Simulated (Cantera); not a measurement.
Mixture: CH₄ : O₂ : N₂ : H₂O = 1 : 2.78 : 10.4 : 2.2 (molar parts), equivalence ratio 0.72, at 101000 Pa, adiabatic and at constant pressure. Ignition delay is the time to a rise of 400 K.

Detailed kinetics in Cantera: GRI-Mech 3.0 (53 species, 325 reactions).

Problem. What does this change do: H2O 2.2 to 0.76 parts?

Solution. 
| quantity | before | after |
|---|---|---|
| delay at 1050 K | 0.447 s | 0.412 s |
| delay at 1125 K | 0.144 s | 0.127 s |
| delay at 1200 K | 50.0 ms | 42.5 ms |
| delay at 1275 K | 18.6 ms | 15.4 ms |
| delay at 1350 K | 7.29 ms | 5.99 ms |
| delay at 1425 K | 3.02 ms | 2.50 ms |
| delay at 1500 K | 1.33 ms | 1.13 ms |
| apparent activation energy between 1350 and 1500 K | 190 kJ/mol | 190 kJ/mol |
